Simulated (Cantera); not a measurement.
# Adiabatic ignition

An adiabatic, constant-pressure homogeneous reactor starts with 5.52 % CH4, 7.89 % O2, 86.6 % N2, equivalence ratio 1.4, at 1225 K and 28.0 bar.

Cantera simulation using GRI-Mech 3.0 (53 species, 325 reactions); the numbers are that mechanism's predictions, not measurements. The pressure lies above the range GRI-Mech 3.0 was tuned for (to about 10 atm).

```json
[
 {"t (s)": "2.00e-6", "T (K)": "1225", "x CH4": "0.0552", "x O2": "0.0789", "x C2H2": "<1e-12", "x H": "4.69e-12", "x CO2": "<1e-12", "x NO": "<1e-12"},
 {"t (s)": "6.02e-6", "T (K)": "1225", "x CH4": "0.0552", "x O2": "0.0789", "x C2H2": "<1e-12", "x H": "9.88e-12", "x CO2": "<1e-12", "x NO": "<1e-12"},
 {"t (s)": "1.81e-5", "T (K)": "1225", "x CH4": "0.0552", "x O2": "0.0789", "x C2H2": "<1e-12", "x H": "3.03e-11", "x CO2": "<1e-12", "x NO": "<1e-12"},
 {"t (s)": "5.45e-5", "T (K)": "1225", "x CH4": "0.0552", "x O2": "0.0789", "x C2H2": "<1e-12", "x H": "1.47e-10", "x CO2": "2.96e-11", "x NO": "<1e-12"},
 {"t (s)": "0.000164", "T (K)": "1225", "x CH4": "0.0551", "x O2": "0.0789", "x C2H2": "<1e-12", "x H": "6.17e-10", "x CO2": "1.35e-9", "x NO": "<1e-12"},
 {"t (s)": "0.000494", "T (K)": "1225", "x CH4": "0.0551", "x O2": "0.0788", "x C2H2": "2.16e-11", "x H": "1.21e-9", "x CO2": "1.38e-8", "x NO": "<1e-12"},
 {"t (s)": "0.00149", "T (K)": "1227", "x CH4": "0.0548", "x O2": "0.0786", "x C2H2": "1.20e-9", "x H": "5.24e-9", "x CO2": "2.30e-7", "x NO": "<1e-12"},
 {"t (s)": "0.00447", "T (K)": "1961", "x CH4": "0.000660", "x O2": "1.50e-8", "x C2H2": "0.000540", "x H": "3.71e-5", "x CO2": "0.0213", "x NO": "9.38e-7"},
 {"t (s)": "0.0135", "T (K)": "1957", "x CH4": "3.11e-5", "x O2": "1.18e-8", "x C2H2": "8.62e-6", "x H": "3.78e-5", "x CO2": "0.0207", "x NO": "1.88e-6"},
 {"t (s)": "0.0405", "T (K)": "1956", "x CH4": "6.45e-10", "x O2": "1.20e-8", "x C2H2": "7.49e-12", "x H": "3.83e-5", "x CO2": "0.0207", "x NO": "2.19e-6"},
 {"t (s)": "0.122", "T (K)": "1956", "x CH4": "4.41e-10", "x O2": "1.20e-8", "x C2H2": "<1e-12", "x H": "3.83e-5", "x CO2": "0.0207", "x NO": "2.08e-6"},
 {"t (s)": "0.367", "T (K)": "1956", "x CH4": "4.41e-10", "x O2": "1.20e-8", "x C2H2": "<1e-12", "x H": "3.84e-5", "x CO2": "0.0207", "x NO": "1.88e-6"},
 {"t (s)": "1.10", "T (K)": "1956", "x CH4": "4.41e-10", "x O2": "1.20e-8", "x C2H2": "<1e-12", "x H": "3.84e-5", "x CO2": "0.0207", "x NO": "1.70e-6"},
 {"t (s)": "3.32", "T (K)": "1956", "x CH4": "4.41e-10", "x O2": "1.20e-8", "x C2H2": "<1e-12", "x H": "3.84e-5", "x CO2": "0.0207", "x NO": "1.68e-6"},
 {"t (s)": "10.0", "T (K)": "1956", "x CH4": "4.41e-10", "x O2": "1.20e-8", "x C2H2": "<1e-12", "x H": "3.84e-5", "x CO2": "0.0207", "x NO": "1.68e-6"}
]
```
x: mole fraction; the columns are a selection and need not sum to one.

| Property | Result |
|---|---|
| time of steepest temperature rise | 3.58 ms |
| temperature at 10.0 s | 1956 K |
| equilibrium temperature | 1956 K |
| x(CH4) at 10.0 s | 4.41e-10 (gas-phase equilibrium 4.80e-10) |
| x(O2) at 10.0 s | 1.20e-8 (gas-phase equilibrium 1.20e-8) |
| x(C2H2) at 10.0 s | <1e-12 (gas-phase equilibrium <1e-12) |
